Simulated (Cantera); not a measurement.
## Reactions in the system C-H-Ta

Standard-state values (1 bar) from the NASA 1993 polynomials, evaluated with Cantera. Values are per mole of reaction as written; species without (g) are pure solids or liquids, kept so even where they would boil at 1 bar. TaC: taken at fixed stoichiometry.

2 Ta + 3 C₂H₄(g) → 2 C₂H₆(g) + 2 TaC

```csv
T (K),ΔH° (kJ),ΔS° (J/K),ΔG° (kJ),log10 K
300,-613.4,-197.7,-554.1,96.47
1725,-600.3,-185.0,-281.2,8.52
1775,-599.6,-184.6,-272.0,8.00
1825,-598.8,-184.1,-262.8,7.52
1875,-598.0,-183.7,-253.6,7.06
1925,-597.2,-183.3,-244.4,6.63
1975,-596.4,-182.8,-235.2,6.22
2025,-595.5,-182.4,-226.1,5.83
2075,-594.7,-182.0,-217.0,5.46
2125,-593.8,-181.6,-207.9,5.11
2175,-593.0,-181.2,-198.8,4.78
```
